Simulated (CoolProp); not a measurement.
Oxygen along the isotherm 169.2 K: Z from the reference equation and from simpler models built on Tc = 154.6 K, pc = 5.046 MPa, ω = 0.022; each cubic takes its own stable root.

Values from CoolProp's reference Helmholtz-energy equation of state, Schmidt 1985.

| p (MPa) | phase | reference | van der Waals | Soave-Redlich-Kwong |
|---|---|---|---|---|
| 0.16 | gas | 0.9919 | 0.9924 | 0.9917 |
| 0.258 | gas | 0.9869 | 0.9877 | 0.9866 |
| 0.417 | gas | 0.9787 | 0.9800 | 0.9782 |
| 0.673 | gas | 0.9654 | [?] | 0.9645 |
| 1.09 | gas | 0.9431 | 0.9464 | 0.9419 |
| 1.76 | gas | 0.9059 | 0.9109 | 0.9042 |
| 2.84 | gas | 0.8415 | [?] | [?] |
| 4.58 | gas | 0.7219 | 0.7264 | 0.7215 |
| 7.41 | supercritical | 0.4621 | 0.4409 | 0.4841 |
| 12 | supercritical | 0.4139 | 0.5050 | 0.4511 |
| 19.3 | supercritical | 0.5662 | 0.7080 | 0.5923 |
| 31.2 | supercritical | 0.8214 | 1.037 | 0.8334 |
| 50.5 | supercritical | 1.214 | 1.548 | 1.207 |

**Question.** What belongs in the gaps?

**Answer.** 
- 0.673, van der Waals: 0.9674
- 2.84, van der Waals: 0.8483
- 2.84, Soave-Redlich-Kwong: 0.8395
